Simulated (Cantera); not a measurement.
# Fluorocarbon and chlorocarbon gases: CH₃F + CH₄

Feed: 1 mol CH₃F, 0.35 mol CH₄, equilibrated at 1.40 Pa.

These are equilibrium values from Cantera (NASA tables, ideal gas, pure condensed phases), not measurements of a reactor. Candidate condensed phases: C, C₆H₆, C₇H₈, C₈H₁₈; 95 gas species. Equilibrium is a limit: real reactors are often held back by kinetics, nucleation or transport.

| T (°C) | log p H | log p C | log p F | log p HF | log p C₃ | log p C₂ | log p CF |
|---|---|---|---|---|---|---|---|
| 2625 | -5.03 | -5.66 | -5.72 | -6.57 | -6.79 | -6.86 | -7.69 |
| 2675 | -5.03 | -5.62 | -5.71 | -6.75 | -7.07 | -6.96 | -7.80 |
| 2725 | -5.04 | -5.59 | -5.70 | -6.92 | -7.38 | -7.09 | -7.93 |
| 2775 | -5.04 | -5.58 | -5.70 | -7.09 | -7.72 | -7.23 | -8.07 |
| 2825 | -5.04 | -5.57 | -5.69 | -7.25 | -8.06 | -7.38 | -8.21 |
| 2875 | -5.04 | -5.56 | -5.69 | -7.41 | -8.40 | -7.53 | -8.35 |
| 2925 | -5.04 | -5.56 | -5.69 | -7.56 | -8.74 | -7.69 | -8.49 |
| 2975 | -5.04 | -5.56 | -5.69 | -7.71 | -9.07 | -7.84 | -8.63 |
| 3025 | -5.04 | -5.56 | -5.69 | -7.85 | -9.39 | -7.98 | -8.76 |
log p: log10 of the partial pressure in bar; nothing condenses.

From 2625 °C to 3025 °C nothing is condensed. The main C-bearing gas is C throughout.
